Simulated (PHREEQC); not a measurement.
Consider water at 80 °C with 9.4 mmol/kgw KH2PO4 and 0.00055 mmol/kgw H4SiO4. Closed to the air; pH follows from the charge balance.

Computed with PHREEQC (ion-association model, phreeqc.dat).

No solid was allowed to form.

Q: Estimate the pH, specific conductance, ionic strength.

A: pH 4.74; specific conductance 2330 µS/cm; ionic strength 0.00948 mol/kgw.

Complexes and solids missing from the database can't appear. Away from 25 °C the constants follow the database's enthalpies or fits; those with neither stay at their 25 °C values.
